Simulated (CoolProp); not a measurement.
Saturation properties of CF4 (R14) (Tc = 227.4 K, pc = 3762 kPa, ω = 0.178).

Computed with CoolProp (reference Helmholtz-energy equation of state, Platzer 1990). This equation is an older, rougher fit; its heat capacities, sound speeds and derivatives of the liquid may be far off and weren't checked against measurements.

| T (K) | p (kPa) | liquid viscosity (µPa s) | vapour viscosity (µPa s) | liquid conductivity (mW/(m K)) |
|---|---|---|---|---|
| 145.5 | 104.2 | 232 | 8.76 | 95.2 |
| 149.2 | 134.0 | 217 | 9.02 | 92.4 |
| 152.9 | 170.0 | 203 | 9.28 | 89.7 |
| 156.6 | 212.9 | 191 | 9.55 | 86.9 |
| 160.3 | 263.8 | 180 | 9.83 | 84.1 |
| 164 | 323.3 | 170 | 10.1 | 81.4 |
| 167.7 | 392.4 | 160 | 10.4 | 78.6 |
| 171.5 | 474.3 | 151 | 10.7 | 75.8 |
| 175.2 | 565.7 | 143 | 11.1 | 73.0 |
| 178.9 | 669.5 | 135 | 11.4 | 70.3 |
| 182.6 | 786.9 | 128 | 11.7 | 67.5 |
| 186.3 | 918.8 | 121 | 12.1 | 64.8 |

It boils at 145.1 K under 1 atm.

Viscosity comes from a separate model (Huber 2003), an estimate that may be off by 10 % or more. Thermal conductivity comes from a separate model (Huber 2003), an estimate that may be off by 10 % or more.
